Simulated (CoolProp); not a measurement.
Saturation properties of R245ca (Tc = 174.4 °C, pc = 39.41 bar, ω = 0.355).

The numbers come from the reference Helmholtz-energy equation of state, Zhou 2016 in CoolProp.

```tsv
T (°C)	p (bar)	vapour density (kg/m³)	enthalpy of vaporisation (kJ/kg)
-27.75	0.07414	0.4896	233.7
-12.85	0.1771	1.108	225.4
2.15	0.3780	2.256	217.1
17.05	0.7298	___	208.8
31.95	1.303	7.220	200.3
46.85	2.179	11.77	___
61.85	3.464	___	182.2
76.75	5.246	27.62	172.2
91.65	7.646	40.35	161.3
106.65	10.82	57.97	149.1
121.55	14.85	82.22	135.1
136.45	19.95	116.9	118.4
151.35	26.30	170.5	96.57
166.35	34.27	276.7	61.54
```

**Question.** Fill in the missing entries.

**Answer.** 
- 17.05, vapour density (kg/m³): 4.182
- 46.85, enthalpy of vaporisation (kJ/kg): 191.5
- 61.85, vapour density (kg/m³): 18.39

It boils at 25.3 °C under 1 atm.
